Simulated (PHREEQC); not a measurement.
A column of 1 m (30 cells, dispersivity 0.035 m, 720 s a shift, diffusion coefficient 3e-10 m²/s) holds 0.018 eq of the database's cation exchanger X per kg of pore water, first in equilibrium with 0.0079 mol/kgw NH4Cl, 0.0087 mol/kgw LiCl and 1e-05 mol/kgw HCl. It is flushed with 0.019 mol/kgw BaCl2 and 1e-05 mol/kgw HCl, at 25 °C. Values are for the last cell. CO2 from the air is kept out. Nothing may precipitate in this run.

Base run: PHREEQC, ion-association model, phreeqc.dat. Each further column changes one thing. The table gives Li in solution (mol/kgw).

```
pore volumes      base  exchange capacity from 0.018 to 0.009 eq/kgw  dispersivity from 0.035 to 0.07 m
------------  --------  --------------------------------------------  ---------------------------------
0              0.00870                                       0.00870                            0.00870
0.3167         0.00870                                       0.00870                            0.00871
0.7167         0.00996                                       0.00942                             0.0101
1.017          0.00939                                       0.00653                            0.00789
1.317          0.00349                                       0.00182                            0.00356
1.717         0.000415                                           [?]                           0.000963
2.017          7.28e-5                                       3.77e-5                           0.000344
2.317          1.19e-5                                           [?]                           0.000120
2.717          9.78e-7                                       4.61e-7                                [?]
3.017          1.45e-7                                       6.50e-8                            9.88e-6
```

Question: What belongs in the gaps?

Answer: 
- 1.717, exchange capacity from 0.018 to 0.009 eq/kgw: 0.000219
- 2.317, exchange capacity from 0.018 to 0.009 eq/kgw: 5.93e-6
- 2.717, dispersivity from 0.035 to 0.07 m: 2.90e-5
